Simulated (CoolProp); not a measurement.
Vapour-liquid equilibrium of nitrogen (1) + carbon monoxide (2) at -174.55 °C; x and y are mole fractions of (1).

Computed with CoolProp (multi-fluid Helmholtz-energy mixture model, Span 2000 and Lemmon 2006; pair parameters Gernert 2013).

Task: Give the bubble pressure and the first vapour's composition at x = 0.2, 0.275, 0.875. Is there an azeotrope?

Result: x = 0.2: 0.5392 MPa, y = 0.261; x = 0.275: 0.5573 MPa, y = 0.348; x = 0.875: 0.6841 MPa, y = 0.899. No azeotrope shows between x = 0.05 and 0.95.

The pair parameters rest on a limited set of measurements; away from them the model extrapolates.
